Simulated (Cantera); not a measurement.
Gas activation for diamond growth

A perfectly stirred reactor is fed with 3.25 % CH4, 95.7 % H2, 1.05 % H, at 10.00 Torr; it is held at 1700 K, and followed from long to short residence time.

Computed with Cantera and GRI-Mech 3.0 (53 species, 325 reactions). GRI-Mech 3.0 stops at C3 and has no aromatics, soot or wall deposition, so with more carbon than oxygen in the feed, carbon stays in small species such as C2H2 where larger ones or solid carbon would form. Radical loss at walls, strong at low pressure, is not modelled.

```tsv
τ (s)	x CH4	x H2	x H	x C2H2	x CH3	x C2H4	x C2H6
24	0.00422	0.981	0.00128	0.0137	0.000112	1.08e-5	7.58e-8
5.3	0.00814	0.979	0.00131	0.0118	0.000220	1.55e-5	2.90e-7
1.2	0.0137	0.975	0.00143	0.00894	0.000407	3.04e-5	9.22e-7
0.25	0.0197	0.972	0.00181	0.00586	0.000741	6.53e-5	2.49e-6
0.056	0.0237	0.969	0.00260	0.00358	0.00128	0.000118	5.31e-6
0.012	0.0264	0.966	0.00387	0.00181	0.00211	0.000180	9.61e-6
0.0027	0.0278	0.963	0.00528	0.000650	0.00299	0.000201	1.35e-5
0.00058	0.0285	0.961	0.00636	0.000110	0.00348	0.000126	1.34e-5
```
x: mole fraction; the columns are a selection and need not sum to one.
